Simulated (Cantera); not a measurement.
Cantera run:

```python
import numpy as np
import cantera as ct

gas_names = """
    N NO NO2 NO3 N2 N2O O O2 O3
""".split()
cond_names = """

""".split()


# ... load() reads the species with a 1 bar reference pressure and builds the phases ...
atoms = {
    'N2O': {'N': 2, 'O': 1},
    'O2': {'O': 2},
}
top_T = {}  # K; cautious upper limits of use, not melting points


# ... equilibrate(T, P, feed) seeds the gas with the atoms and calls Mixture.equilibrate('TP', solver="vcs", rtol=1e-11, max_steps=5000) ...
results = []
feed = {'N2O': 1, 'O2': 0.61}  # mol
T = 3025  # K
P = 45  # Pa
mix = equilibrate(T, P, feed)
results.append((T, P, feed, dict(zip(mix.species_names, mix.species_moles))))
x = sorted(zip(gas.X, gas.species_names), reverse=True)
print(f"T = {T:g} K  P = {P:g} Pa  gas = {mix.phase_moles(0):.4g} mol")
print("   x: " + "  ".join(f"{s} {v:.3e}" for v, s in x if v > 0.0001))
print("   condensed (mol): " + ("  ".join(f"{mix.phase(i).name} {mix.phase_moles(i):.4g}"
      for i in range(1, mix.n_phases) if mix.phase_moles(i) > 1e-12) or "none"))
```

It prints:

```
T = 3025 K  P = 45 Pa  gas = 3.167 mol
   x: O 6.670e-01  N2 3.117e-01  O2 1.317e-02  NO 7.749e-03  N 4.301e-04
   condensed (mol): none
```

These are equilibrium values from Cantera (NASA tables, ideal gas, pure condensed phases), not measurements of a reactor.
